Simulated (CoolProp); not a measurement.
Vapour-liquid equilibrium of R124 (1) + R142b (2) at 259.2 K; x and y are mole fractions of (1).

Values from CoolProp's multi-fluid Helmholtz-energy mixture model, de Vries 1995 and Lemmon 2006; pair parameters Bell 2016.

```
x     bubble pressure, mixture model (bar)  bubble pressure, Raoult's law (bar)  y, mixture model  y, Raoult's law
----  ------------------------------------  -----------------------------------  ----------------  ---------------
0.05                                0.8327                               0.8348             0.053            0.056
0.2                                 0.8414                               0.8500             0.211            0.219
0.35                                0.8507                               0.8653             0.367            0.377
0.5                                 0.8620                               0.8806             0.523            0.529
0.65                                0.8768                               0.8959             0.677            0.676
0.8                                 0.8965                               0.9112             0.824            0.818
0.95                                0.9219                               0.9265             0.959            0.955
```

The largest gap from Raoult's law is -2.1 % in bubble pressure, at x = 0.65. No azeotrope shows between x = 0.05 and 0.95.

The pair parameters rest on a limited set of measurements; away from them the model extrapolates.
